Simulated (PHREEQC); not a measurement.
Dissolve 0.15 mol/kgw Cu(NO3)2 and 0.036 mol/kgw CdCl2 at 25 °C. Closed to the air; pH follows from the charge balance.

Equilibrium calculation in PHREEQC: ion-association model, wateq4f.dat.

No solid was allowed to form.

**Question.** Order these Cl species by the share of Cl that they hold, largest first: Cl-, CdCl+, CdCl2, CdCl3-, CuCl+.

**Answer.** Cl- (66 %), CdCl+ (24 %), CuCl+ (6.3 %), CdCl2 (3.9 %), CdCl3- (0.17 %)

The pH is 4.16 and the ionic strength 0.505 mol/kgw. Saturation is exceeded, for instance for Atacamite; the values hold only as long as no solid forms. Species that the database lacks are ignored.
